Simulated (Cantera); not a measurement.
## Premixed flame

A freely propagating, adiabatic, planar premixed flame of CH₄ : C₂H₆ : O₂ : N₂ = 1 : 0.67 : 4.35 : 18.7 (molar parts), equivalence ratio 1.00, unburnt at 525 K and 0.987 atm; multicomponent+Soret transport, grid criteria slope 0.08 and curve 0.16, no radiation.

Detailed kinetics in Cantera: GRI-Mech 3.0 (53 species, 325 reactions). Burning velocities carry a grid error of a few per cent, more on coarse grids.

| z (mm) | T (K) | u (m/s) | x CH₄ | x C₂H₆ | x O₂ | x N₂O | x NO | x NO₂ |
|---|---|---|---|---|---|---|---|---|
| -1.17 | 525 | 0.838 | 0.0404 | 0.0271 | 0.176 | <1e-8 | <1e-8 | <1e-8 |
| -0.782 | 527 | 0.842 | 0.0403 | 0.0271 | 0.176 | <1e-8 | <1e-8 | <1e-8 |
| -0.587 | 534 | 0.854 | 0.0399 | 0.0270 | 0.175 | <1e-8 | 1.10e-8 | 1.39e-8 |
| -0.391 | 583 | 0.937 | 0.0379 | 0.0266 | 0.171 | <1e-8 | 1.02e-7 | 1.13e-7 |
| -0.196 | 930 | 1.52 | 0.0287 | 0.0198 | 0.142 | <1e-8 | 1.67e-6 | 2.92e-7 |
| -0.0978 | 1323 | 2.20 | 0.0180 | 0.00856 | 0.103 | 2.40e-8 | 4.49e-6 | 7.79e-8 |
| 0 | 1702 | 2.86 | 0.00509 | 0.000474 | 0.0582 | 5.27e-8 | 9.27e-6 | <1e-8 |
| 0.0978 | 1852 | 3.11 | 0.000385 | 9.77e-7 | 0.0329 | 8.86e-8 | 1.55e-5 | <1e-8 |
| 0.196 | 1897 | 3.18 | 1.42e-5 | <1e-8 | 0.0243 | 1.08e-7 | 1.96e-5 | <1e-8 |
| 0.391 | 1949 | 3.25 | 2.81e-8 | <1e-8 | 0.0196 | 1.13e-7 | 2.39e-5 | <1e-8 |
| 0.782 | 2013 | 3.34 | <1e-8 | <1e-8 | 0.0167 | 1.13e-7 | 2.96e-5 | <1e-8 |
| 1.56 | 2086 | 3.44 | <1e-8 | <1e-8 | 0.0140 | 1.18e-7 | 3.87e-5 | <1e-8 |
| 3.13 | 2154 | 3.54 | <1e-8 | <1e-8 | 0.0112 | 1.24e-7 | 5.35e-5 | <1e-8 |
x: mole fraction of selected species; z is measured from the peak of heat release.

* **laminar burning velocity**: 83.8 cm/s
* **thermal thickness**: 0.391 mm
* **grid points**: 149
